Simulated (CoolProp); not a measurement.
R507A at 293.15 K and 0.166 MPa is compressed adiabatically to 0.405 MPa with isentropic efficiency 0.7. Each further row changes one setting.

Computed with CoolProp (reference Helmholtz-energy equation of state, Lemmon 2003). It is a pseudo-pure fit of the blend.

```tsv
case	work (kJ/kg)	final temperature (K)	final density (kg/m³)
as stated	31.6	___	15.2
efficiency 1	___	321.2	___
efficiency 0.65	___	333.7	___
```

Task: What belongs in the gaps?

Result: 
- as stated, final temperature (K): 331.2
- efficiency 1, work (kJ/kg): 22.1
- efficiency 1, final density (kg/m³): 15.8
- efficiency 0.65, work (kJ/kg): 34.0
- efficiency 0.65, final density (kg/m³): 15.1
